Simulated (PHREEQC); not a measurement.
Consider water at 20 °C with 4.9 mmol/kgw HNO3, 0.36 mmol/kgw ZnSO4 and 4.1 mmol/kgw MnSO4. Closed to the air; pH follows from the charge balance.

Equilibrium calculation in PHREEQC: ion-association model, phreeqc.dat.

- pH = 2.42
- ionic strength = 0.0186 mol/kgw
- specific conductance = 2160 µS/cm
- total alkalinity = -4.90 meq/kg

```csv
species,molality,activity,log γ
NO3-,0.00490,0.00426,-0.061
H+,0.00421,0.00376,-0.049
Mn+2,0.00348,0.00211,-0.218
SO4-2,0.00308,0.00183,-0.226
HSO4-,0.000687,0.000601,-0.058
MnSO4,0.000620,0.000623,0.002
Zn+2,0.000288,0.000171,-0.226
ZnSO4,7.03e-5,7.06e-5,0.002
Zn(SO4)2-2,1.86e-6,1.09e-6,-0.231
Mn(NO3)2,1.53e-7,1.54e-7,0.002
```

No solid was allowed to form.
